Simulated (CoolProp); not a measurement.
R124 along the isotherm 268.8 K: fugacity coefficient from the reference equation and from simpler models built on Tc = 395.4 K, pc = 36.24 bar, ω = 0.288; each cubic takes its own stable root.

Computed with CoolProp (reference Helmholtz-energy equation of state, de Vries 1995).

```
p (bar)   phase  reference
-------  ------  ---------
0.172       gas     0.9937
0.306       gas     0.9889
0.544       gas     0.9802
0.967       gas     0.9648
1.72     liquid     0.7626
3.06     liquid     0.4311
5.44     liquid     0.2449
9.67     liquid     0.1403
17.2     liquid    0.08139
30.6     liquid    0.04839
54.4     liquid    0.03006
```

How far does each simpler model (van der Waals, Redlich-Kwong, Soave-Redlich-Kwong) lie from the reference over these 11 states: mean and median of the absolute difference, and the worst?


- van der Waals: mean 158.6 %, median 117.7 %, worst +363.7 % at 268.8 K and 54.4 bar
- Redlich-Kwong: mean 44.0 %, median 74.6 %, worst +79.6 % at 268.8 K and 54.4 bar
- Soave-Redlich-Kwong: mean 0.9 %, median 0.6 %, worst +2.6 % at 268.8 K and 54.4 bar

At some of these states van der Waals, Redlich-Kwong gives the other phase, because its saturation line lies elsewhere.
